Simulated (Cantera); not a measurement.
Charge: 1 mol Si2Cl6, 3.1 mol N2, 0.25 mol H2, equilibrated at 1073.15 K and 0.140 bar.

These are equilibrium values from Cantera (NASA tables, ideal gas, pure condensed phases), not measurements of a reactor. Candidate condensed phases: NH4Cl, Si, Si3N4; 28 gas species. The feed counts by its element totals alone. N2 is the only nitrogen source here; it is nearly inert below about 1500 K, so the nitride shown seldom forms there in practice. The tables' values for SiCl3 are old estimates; treat these amounts as uncertain. Kinetics and transport are ignored.

Base state: N2 0.592, SiCl4 0.305, HCl 0.0959, H2 0.00684, SiCl3 0.000360, SiHCl3 0.000267 (mole fractions); condensed: Si3N4(s).

### Question
What changes in the equilibrium state with this change: 0.88 mol O2 added?

### Answer
```
species                before     after
-------------------  --------  --------
N2                      0.592     0.592
SiCl4                   0.305     0.214
Cl2                     <1e-9    0.0970
H2                    0.00684     <1e-9
HCl                    0.0959    0.0956
SiHCl3               0.000267     <1e-9
SiCl3                0.000360   1.11e-8
Cl                    3.94e-8  0.000897
Si3N4(s), mol           0.203         0
SiO2(β-quartz), mol         0     0.880
```
Further candidate phases: H2O, SiO2, Si2N2O.
